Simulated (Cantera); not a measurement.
**Equilibrium for halide evaporation, hydrolysis and transport: SrCl2 + HCl + H2**

Feed: 1 mol SrCl2, 0.19 mol HCl, 0.74 mol H2, equilibrated at 4.20 mbar.

Cantera equilibrium calculation (NASA polynomials, part measured and part estimated; ideal gas, pure solids and liquids). Candidate condensed phases: Sr, SrCl2; 8 gas species. Kinetics and transport are ignored.

```tsv
T (K)	log p H2	log p SrCl2	log p HCl	log p H	log p SrCl	n SrCl2(l)
1150	-2.48	-6.48	-3.07	-8.37	-13.49	1.000
1225	-2.48	-5.64	-3.07	-7.74	-11.95	0.999
1300	-2.48	-4.91	-3.07	-7.19	-10.59	0.997
1375	-2.48	-4.27	-3.07	-6.71	-9.39	0.988
1450	-2.50	-3.70	-3.09	-6.27	-8.32	0.953
1525	-2.55	-3.19	-3.14	-5.90	-7.33	0.829
1600	-2.73	-2.73	-3.32	-5.63	-6.38	0.260
1675	-2.79	-2.66	-3.38	-5.33	-5.92	0
1750	-2.80	-2.66	-3.38	-5.03	-5.58	0
1825	-2.80	-2.66	-3.38	-4.75	-5.27	0
1900	-2.80	-2.67	-3.38	-4.50	-5.00	0
1975	-2.81	-2.67	-3.38	-4.27	-4.74	0
```
log p: log10 of the partial pressure in bar; n: condensed amount in mol.

From 1150 K to 1600 K the condensed part is SrCl2(l). From 1675 K to 1975 K nothing is condensed. The main Sr-bearing gas is SrCl2 throughout.
